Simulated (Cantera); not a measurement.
## Stirred combustor or abatement burner

A perfectly stirred reactor is fed with 2.91 % CH4, 0.137 % C2H6, 2.59 % C3H8, 19.9 % O2, 74.5 % N2, at 6.10 bar; it is adiabatic with a 575 K inlet, and is followed from long to short residence time, starting on the burning branch (τ in s: 0.049, 0.021, 0.0092, 0.004, 0.0017, 0.00073, 0.00032, 0.00014, 5.9e-05, 2.5e-05).

Model: GRI-Mech 3.0 (53 species, 325 reactions), integrated in Cantera. GRI-Mech 3.0 was tuned for natural gas; its chemistry of propane as a main component is partial and can be far from experiment.

```json
[
 {"τ (s)": "0.049", "T (K)": "2420", "x CH4": "4.05e-7", "x C2H6": "1.86e-9", "x C3H8": "3.89e-8", "x C2H": "3.03e-9", "x OH": "0.00416"},
 {"τ (s)": "0.021", "T (K)": "2419", "x CH4": "9.07e-7", "x C2H6": "4.30e-9", "x C3H8": "8.94e-8", "x C2H": "6.79e-9", "x OH": "0.00427"},
 {"τ (s)": "0.0092", "T (K)": "2415", "x CH4": "1.93e-6", "x C2H6": "9.70e-9", "x C3H8": "1.99e-7", "x C2H": "1.45e-8", "x OH": "0.00444"},
 {"τ (s)": "0.0040", "T (K)": "2405", "x CH4": "3.99e-6", "x C2H6": "2.20e-8", "x C3H8": "4.39e-7", "x C2H": "2.98e-8", "x OH": "0.00474"},
 {"τ (s)": "0.0017", "T (K)": "2385", "x CH4": "7.96e-6", "x C2H6": "5.06e-8", "x C3H8": "9.64e-7", "x C2H": "5.78e-8", "x OH": "0.00521"},
 {"τ (s)": "0.00073", "T (K)": "2354", "x CH4": "1.51e-5", "x C2H6": "1.14e-7", "x C3H8": "2.03e-6", "x C2H": "1.02e-7", "x OH": "0.00586"},
 {"τ (s)": "0.00032", "T (K)": "2312", "x CH4": "2.77e-5", "x C2H6": "2.47e-7", "x C3H8": "4.06e-6", "x C2H": "1.64e-7", "x OH": "0.00662"},
 {"τ (s)": "0.00014", "T (K)": "2257", "x CH4": "5.25e-5", "x C2H6": "5.33e-7", "x C3H8": "8.05e-6", "x C2H": "2.51e-7", "x OH": "0.00735"},
 {"τ (s)": "5.9e-5", "T (K)": "2187", "x CH4": "0.000110", "x C2H6": "1.22e-6", "x C3H8": "1.70e-5", "x C2H": "3.80e-7", "x OH": "0.00780"},
 {"τ (s)": "2.5e-5", "T (K)": "2098", "x CH4": "0.000269", "x C2H6": "3.12e-6", "x C3H8": "4.00e-5", "x C2H": "6.03e-7", "x OH": "0.00745"}
]
```
x: mole fraction; the columns are a selection and need not sum to one.
